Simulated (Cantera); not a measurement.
A closed system holds: 1 mol (CH3)2SiCl2, 0.016 mol C2H4, 36 mol H2, equilibrated at 0.150 bar.

Method: chemical equilibrium by Gibbs-energy minimisation in Cantera with the NASA 1993 tables (ideal gas, pure condensed phases). Candidate condensed phases: C, C6H6, C7H8, C8H18, Si, SiC; 109 gas species. The feed counts by its element totals alone. The tables' values for SiCl are old estimates; treat these amounts as uncertain. Gases not in the tables: Si2H6 and higher silanes. Rates play no part.

**Question.** At 2475 K, list the 7 most abundant gas species with their mole fractions, and the condensed phases.

**Answer.** H2 0.880, H 0.0545, HCl 0.0442, C2H2 (acetylene) 0.00856, Si 0.00592, Cl 0.00194, SiC2 0.00143. Condensed: C(graphite) + SiC(s).
